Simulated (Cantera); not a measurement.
What does this Cantera script print?

```python
import numpy as np
import cantera as ct

gas = ct.Solution("gri30.yaml")
gas.TPX = 1050, 1000000, {'CO': 0.0027, 'O2': 0.0058, 'H2O': 0.00015, 'N2': 1}
reactor = ct.IdealGasConstPressureReactor(gas, energy="off", clone=False)
net = ct.ReactorNet([reactor])
net.rtol, net.atol = 1e-08, 1e-18
show = ['CO', 'O2', 'H2O', 'H', 'HO2', 'NO', 'O']
times = np.geomspace(0.0002, 200, 10)

steps = ct.SolutionArray(gas, extra=["t"])
rows = []
print(f"{'t/s':>10s}{'T/K':>9s}{'P/Pa':>11s}" + "".join(f"{s:>11s}" for s in show))
for t in times:
    while net.time < t:
        t_next = net.step()
        steps.append(gas.state, t=t_next)
    rows.append([np.interp(t, steps.t, y) for y in (steps.T, steps.P, *steps(*show).X.T)])
    print(f"{t:10.3e}{rows[-1][0]:9.1f}{rows[-1][1]:11.4g}" + "".join(f"{x:11.3e}" for x in rows[-1][2:]))
rate = np.gradient(steps.T, steps.t)
print("integrator steps:", len(steps.t))
if steps.T.max() > steps.T[0] + 200:
    print(f"time of steepest temperature rise: {steps.t[rate.argmax()]:.4e} s")
gas.TPX = 1050, 1000000, {'CO': 0.0027, 'O2': 0.0058, 'H2O': 0.00015, 'N2': 1}
gas.equilibrate("TP")
print(f"equilibrium (TP): T = {gas.T:.1f} K  " + "  ".join(f"{s} {gas[s].X[0]:.3e}" for s in show))
```

Output:

```
       t/s      T/K       P/Pa         CO         O2        H2O          H        HO2         NO          O
 2.000e-04   1050.0      1e+06  2.677e-03  5.750e-03  1.487e-04  3.906e-14  1.266e-12  4.122e-20  8.651e-11
 9.283e-04   1050.0      1e+06  2.677e-03  5.750e-03  1.487e-04  1.586e-13  2.310e-11  6.850e-19  2.592e-10
 4.309e-03   1050.0      1e+06  2.677e-03  5.750e-03  1.487e-04  5.352e-13  2.118e-10  7.266e-18  3.664e-10
 2.000e-02   1050.0      1e+06  2.677e-03  5.750e-03  1.487e-04  2.319e-12  1.228e-09  7.713e-17  4.252e-10
 9.283e-02   1050.0      1e+06  2.676e-03  5.750e-03  1.487e-04  1.492e-11  8.366e-09  2.050e-15  8.299e-10
 4.309e-01   1050.0      1e+06  2.652e-03  5.738e-03  1.486e-04  2.143e-10  1.132e-07  3.030e-13  6.312e-09
 2.000e+00   1050.0      1e+06  2.346e-03  5.586e-03  1.485e-04  2.842e-10  1.564e-07  1.854e-11  8.262e-09
 9.283e+00   1050.0      1e+06  1.288e-03  5.059e-03  1.485e-04  1.884e-10  1.480e-07  3.228e-10  7.422e-09
 4.309e+01   1050.0      1e+06  1.172e-04  4.476e-03  1.488e-04  2.826e-11  7.050e-08  1.533e-09  3.364e-09
 2.000e+02   1050.0      1e+06  5.851e-11  4.418e-03  1.489e-04  2.846e-15  1.502e-11  2.142e-08  3.258e-11
integrator steps: 1335
equilibrium (TP): T = 1050.0 K  CO 3.944e-12  O2 4.413e-03  H2O 1.489e-04  H 1.312e-15  HO2 7.555e-12  NO 8.641e-06  O 1.414e-11
```

Model: GRI-Mech 3.0 (53 species, 325 reactions), integrated in Cantera.
